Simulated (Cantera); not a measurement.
Input (Python, Cantera) and output of one run.

```python
import numpy as np
import cantera as ct

gas_names = [...]  # 118 gases of nasa_gas.yaml made of C, Cl, F, H
cond_names = """
    C(gr) C6H6(L) C7H8(L) C8H18(L),n-octa
""".split()


# ... load() reads the species with a 1 bar reference pressure and builds the phases ...
atoms = {
    'CH3F': {'C': 1, 'H': 3, 'F': 1},
    'HCl': {'H': 1, 'CL': 1},
    'H2': {'H': 2},
}
top_T = {'C(gr)': 4500}  # K; cautious upper limits of use, not melting points


# ... equilibrate(T, P, feed) seeds the gas with the atoms and calls Mixture.equilibrate('TP', solver="vcs", rtol=1e-11, max_steps=5000) ...
results = []
feed = {'CH3F': 1, 'HCl': 0.044, 'H2': 5.7}  # mol
T = 3275  # K
P = 400  # Pa
mix = equilibrate(T, P, feed)
results.append((T, P, feed, dict(zip(mix.species_names, mix.species_moles))))
x = sorted(zip(gas.X, gas.species_names), reverse=True)
print(f"T = {T:g} K  P = {P:g} Pa  gas = {mix.phase_moles(0):.4g} mol")
print("   x: " + "  ".join(f"{s} {v:.3e}" for v, s in x if v > 1e-06))
print("   condensed (mol): " + ("  ".join(f"{mix.phase(i).name} {mix.phase_moles(i):.4g}"
      for i in range(1, mix.n_phases) if mix.phase_moles(i) > 1e-12) or "none"))
```

It prints:

```
T = 3275 K  P = 400 Pa  gas = 14.98 mol
   x: H 8.625e-01  HF 4.963e-02  C 2.753e-02  H2 2.535e-02  F 1.650e-02  C3 8.817e-03  C2 4.771e-03  CL 2.814e-03  C2H 1.075e-03  CF 6.358e-04  C2H2,acetylene 1.285e-04  HCL 1.234e-04  CH 8.226e-05  C5 1.359e-05  C4 1.218e-05  CH2 1.263e-06
   condensed (mol): none
```

These are equilibrium values from Cantera (NASA tables, ideal gas, pure condensed phases), not measurements of a reactor.
